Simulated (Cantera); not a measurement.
An isothermal, constant-pressure homogeneous reactor starts with H₂ : O₂ = 0.4 : 1 (molar parts), equivalence ratio 0.20, at 950 K and 10.00 Torr.

Model: GRI-Mech 3.0 (53 species, 325 reactions), integrated in Cantera. Radical loss at walls, strong at low pressure, is not modelled. The temperature is held fixed by assumption; the heat of reaction is taken as removed at once.

x: mole fraction; the columns are a selection and need not sum to one.

| t (s) | x H₂ | x O₂ | x O | x H₂O₂ | x OH |
|---|---|---|---|---|---|
| 6.00e-5 | 0.286 | 0.714 | 2.74e-12 | <1e-12 | 1.61e-12 |
| 0.000318 | 0.286 | 0.714 | 6.22e-11 | <1e-12 | 2.24e-11 |
| 0.00169 | 0.286 | 0.714 | 3.46e-8 | 1.93e-12 | 1.15e-8 |
| 0.00896 | 0.0139 | 0.641 | 0.0176 | ? | 0.00435 |
| 0.0476 | 0.000294 | 0.666 | 0.000208 | ? | 0.000273 |
| 0.252 | 1.06e-5 | 0.667 | 8.30e-6 | ? | 5.63e-5 |
| 1.34 | 3.22e-7 | 0.667 | 6.43e-7 | ? | 1.59e-5 |
| 7.10 | 2.56e-8 | 0.667 | 8.33e-8 | ? | 5.71e-6 |
| 37.7 | 3.69e-9 | 0.667 | 1.34e-8 | ? | 2.28e-6 |
| 200 | 6.18e-10 | 0.667 | 2.34e-9 | 3.90e-10 | 9.53e-7 |

Question: Some entries are withheld; supply them.

Answer: 
- 0.00896, x H₂O₂: 6.18e-7
- 0.0476, x H₂O₂: 5.23e-7
- 0.252, x H₂O₂: 1.40e-7
- 1.34, x H₂O₂: 3.19e-8
- 7.10, x H₂O₂: 7.73e-9
- 37.7, x H₂O₂: 1.81e-9
